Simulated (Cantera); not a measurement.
**Low-pressure radical oxidation in H2/O2**

An isothermal, constant-pressure homogeneous reactor starts with 1.98 % H2, 89.9 % O2, 8.09 % H2O, at 1150 K and 0.00220 bar.

Cantera simulation using the H2/O2 subset of GRI-Mech 3.0, which has no nitrogen chemistry; the numbers are that mechanism's predictions, not measurements. Radical loss at walls, strong at low pressure, is not modelled.

```json
[
 {"t (s)": "0.000100", "x H2": "0.0198", "x O2": "0.899", "x H2O2": "<1e-12", "x H": "8.80e-11", "x O": "1.28e-11", "x OH": "1.44e-11", "x H2O": "0.0809"},
 {"t (s)": "0.000538", "x H2": "0.0198", "x O2": "0.899", "x H2O2": "<1e-12", "x H": "3.18e-10", "x O": "2.66e-10", "x OH": "2.56e-10", "x H2O": "0.0809"},
 {"t (s)": "0.00289", "x H2": "0.0198", "x O2": "0.899", "x H2O2": "<1e-12", "x H": "1.57e-9", "x O": "4.76e-9", "x OH": "3.61e-9", "x H2O": "0.0809"},
 {"t (s)": "0.0156", "x H2": "0.0198", "x O2": "0.899", "x H2O2": "2.39e-11", "x H": "8.15e-7", "x O": "3.20e-6", "x OH": "2.22e-6", "x H2O": "0.0809"},
 {"t (s)": "0.0837", "x H2": "0.000695", "x O2": "0.884", "x H2O2": "3.15e-8", "x H": "0.00301", "x O": "0.0120", "x OH": "0.00259", "x H2O": "0.0973"},
 {"t (s)": "0.450", "x H2": "0.000471", "x O2": "0.889", "x H2O2": "3.10e-8", "x H": "0.00166", "x O": "0.00808", "x OH": "0.00213", "x H2O": "0.0987"},
 {"t (s)": "2.42", "x H2": "0.000109", "x O2": "0.896", "x H2O2": "2.39e-8", "x H": "0.000181", "x O": "0.00184", "x OH": "0.00103", "x H2O": "0.101"},
 {"t (s)": "13.0", "x H2": "7.47e-6", "x O2": "0.898", "x H2O2": "8.20e-9", "x H": "3.25e-6", "x O": "0.000127", "x OH": "0.000271", "x H2O": "0.102"},
 {"t (s)": "70.0", "x H2": "5.61e-7", "x O2": "0.898", "x H2O2": "1.69e-9", "x H": "6.74e-8", "x O": "9.54e-6", "x OH": "7.44e-5", "x H2O": "0.102"}
]
```
x: mole fraction; the columns are a selection and need not sum to one.

Equilibrium at this temperature and pressure: H2 9.90e-9, O2 0.898, H2O2 6.79e-11, H 1.59e-10, O 1.69e-7, OH 9.90e-6, H2O 0.102 (gas phase only).
